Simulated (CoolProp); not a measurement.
A single-stage vapour-compression cycle with ethylene: evaporating at 229.15 K (dew point), condensing at 256.15 K (bubble point), superheat 0 K, subcooling 2 K, compressor efficiency 0.6, no pressure losses. Each further row changes one setting.

The numbers come from the reference Helmholtz-energy equation of state, Smukala 2000 in CoolProp.

| case | cooling COP | pressure ratio | discharge temperature (K) | refrigerating effect (kJ/kg) | volumetric capacity (kJ/m³) |
|---|---|---|---|---|---|
| as stated | 3.98 | 2.12 | 289.8 | 292 | 6880 |
| evaporating temperature 234.15 K | ? | 1.82 | ? | 293 | ? |
| condensing temperature 251.15 K | ? | 1.87 | 279.1 | 309 | 7270 |
| subcooling 7 K | 4.21 | 2.12 | 289.8 | 309 | ? |
| superheat 10 K | 3.91 | 2.12 | ? | 311 | ? |
| compressor efficiency 0.5 | ? | 2.12 | 297.2 | 292 | 6880 |

**Question.** Fill in the missing entries.

**Answer.** 
- evaporating temperature 234.15 K, cooling COP: 5.11
- evaporating temperature 234.15 K, discharge temperature (K): 282.4
- evaporating temperature 234.15 K, volumetric capacity (kJ/m³): 8080
- condensing temperature 251.15 K, cooling COP: 5.13
- subcooling 7 K, volumetric capacity (kJ/m³): 7280
- superheat 10 K, discharge temperature (K): 302.3
- superheat 10 K, volumetric capacity (kJ/m³): 6750
- compressor efficiency 0.5, cooling COP: 3.32
